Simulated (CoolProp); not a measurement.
The numbers come from the reference Helmholtz-energy equation of state, de Reuck 1993 in CoolProp.

Problem. Give the vapour pressure (kPa), vapour Z, surface tension (mN/m) of saturated methanol at 74.95, 111.15 °C.

Solution. 
```json
[
 {"T (°C)": "74.95", "p (kPa)": "151", "vapour Z": "0.937", "surface tension (mN/m)": "17.9"},
 {"T (°C)": "111.15", "p (kPa)": "497", "vapour Z": "0.885", "surface tension (mN/m)": "14.5"}
]
```

Surface tension comes from a separate correlation (Mulero 2012).
